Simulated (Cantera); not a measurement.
## Equilibrium for carbon deposition, reforming and gasification: n-butane + CO2

Feed: 1 mol n-butane, 0.14 mol CO2, equilibrated at 27.0 bar.

Cantera equilibrium calculation (NASA polynomials, part measured and part estimated; ideal gas, pure solids and liquids). Candidate condensed phases: C, C6H6, C7H8, C8H18, H2O; 110 gas species. The numbers say what is thermodynamically allowed, not how fast it happens.

```csv
T (°C),x H2,x CO,x C2H2 (acetylene),x H,x CH4,n C(graphite)
1975,0.936,0.0532,0.00310,0.00137,0.00562,3.80
2050,0.935,0.0532,0.00453,0.00203,0.00483,3.78
2125,0.933,0.0531,0.00644,0.00293,0.00419,3.77
2200,0.930,0.0531,0.00896,0.00414,0.00366,3.74
2275,0.925,0.0530,0.0122,0.00573,0.00321,3.71
2350,0.919,0.0530,0.0163,0.00777,0.00284,3.67
2425,0.912,0.0529,0.0213,0.0104,0.00251,3.61
```
x: gas mole fraction; n: condensed amount in mol.

From 1975 °C to 2425 °C the condensed part is C(graphite). The main C-bearing gas is CO throughout. The share of C in condensed phases is highest at 1975 °C (91.7 %) and lowest at 2425 °C (87.2 %).
